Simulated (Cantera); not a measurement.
**Boron, boron nitride and boron oxide: B + H₂O + H₂**

A closed system holds: 1 mol B, 0.11 mol H₂O, 12 mol H₂, at 0.100 bar.

These are equilibrium values from Cantera (NASA tables, ideal gas, pure condensed phases), not measurements of a reactor. Candidate condensed phases: B, B₂O₃, B₃O₃H₃, H₂O; 23 gas species. Mutual solubility and eutectic melting of coexisting phases are not modelled. The tables' values for BH₂ are old estimates; treat these amounts as uncertain. Rates play no part.

From 1098 K to 1348 K the condensed part is B(s) + B₂O₃(l). From 1398 K to 1748 K the condensed part is B(s). The main B-bearing gas is B₃O₃H₃ at 1098 K and HBO at 1748 K. The share of B in condensed phases is highest at 1098 K (92.5 %) and lowest at 1748 K (88.9 %).

| T (K) | x H₂ | x HBO | x B₃O₃H₃ | x H | x B₂O₂ | x BO | x HBO₂ | n B(s) | n B₂O₃(l) |
|---|---|---|---|---|---|---|---|---|---|
| 1098 | 0.998 | 2.71e-5 | 0.00207 | 7.81e-8 | 2.47e-8 | 1.16e-10 | 1.86e-7 | 0.902 | 0.0115 |
| 1148 | 0.998 | 7.30e-5 | 0.00212 | 2.26e-7 | 1.40e-7 | 8.09e-10 | 6.23e-7 | 0.901 | 0.0107 |
| 1198 | 0.998 | 0.000180 | 0.00216 | 6.00e-7 | 6.82e-7 | 4.77e-9 | 1.87e-6 | 0.900 | 0.00979 |
| 1248 | 0.997 | 0.000413 | 0.00218 | 1.47e-6 | 2.91e-6 | 2.43e-8 | 5.14e-6 | 0.899 | 0.00851 |
| 1298 | 0.997 | 0.000886 | 0.00219 | 3.38e-6 | 1.11e-5 | 1.09e-7 | 1.30e-5 | 0.896 | 0.00631 |
| 1348 | 0.996 | 0.00179 | 0.00220 | 7.30e-6 | 3.80e-5 | 4.35e-7 | 3.05e-5 | 0.893 | 0.00221 |
| 1398 | 0.995 | 0.00323 | 0.00182 | 1.49e-5 | 0.000105 | 1.48e-6 | 5.94e-5 | 0.891 | 0 |
| 1448 | 0.993 | 0.00501 | 0.00110 | 2.91e-5 | 0.000218 | 4.13e-6 | 8.89e-5 | 0.892 | 0 |
| 1498 | 0.992 | 0.00663 | 0.000468 | 5.41e-5 | 0.000332 | 9.46e-6 | 9.96e-5 | 0.892 | 0 |
| 1548 | 0.992 | 0.00755 | 0.000142 | 9.70e-5 | 0.000378 | 1.80e-5 | 8.53e-5 | 0.891 | 0 |
| 1598 | 0.991 | 0.00795 | 3.77e-5 | 0.000168 | 0.000370 | 3.06e-5 | 6.40e-5 | 0.891 | 0 |
| 1648 | 0.991 | 0.00812 | 1.00e-5 | 0.000280 | 0.000345 | 4.90e-5 | 4.64e-5 | 0.890 | 0 |
| 1698 | 0.991 | 0.00822 | 2.81e-6 | 0.000455 | 0.000317 | 7.57e-5 | 3.37e-5 | 0.890 | 0 |
| 1748 | 0.990 | 0.00827 | 8.37e-7 | 0.000719 | 0.000290 | 0.000113 | 2.47e-5 | 0.889 | 0 |
x: gas mole fraction; n: condensed amount in mol.
